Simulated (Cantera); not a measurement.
Feed: 1 mol Si2Cl6, 0.15 mol Cl2, 20 mol H2, equilibrated at 777 °C and 0.820 bar.

These are equilibrium values from Cantera (NASA tables, ideal gas, pure condensed phases), not measurements of a reactor. Candidate condensed phases: Si; 19 gas species. The feed counts by its element totals alone. The tables' values for SiCl3 are old estimates; treat these amounts as uncertain. Rates play no part.

Base state: H2 0.907, SiCl4 0.0458, SiHCl3 0.0289, HCl 0.0149, SiH2Cl2 0.00208, SiCl3 0.00108, SiCl2 0.000458, SiH3Cl 3.90e-5 (mole fractions); condensed: Si(s).

Problem. What changes in the equilibrium state with this change: temperature from 777 °C to 527 °C?

Solution. 
```csv
species,before,after
H2,0.907,0.916
SiCl4,0.0458,0.0477
SiHCl3,0.0289,0.0329
HCl,0.0149,0.00120
SiCl2,0.000458,1.61e-6
SiCl3,0.00108,2.63e-5
"Si(s), mol",0.316,0.235
```
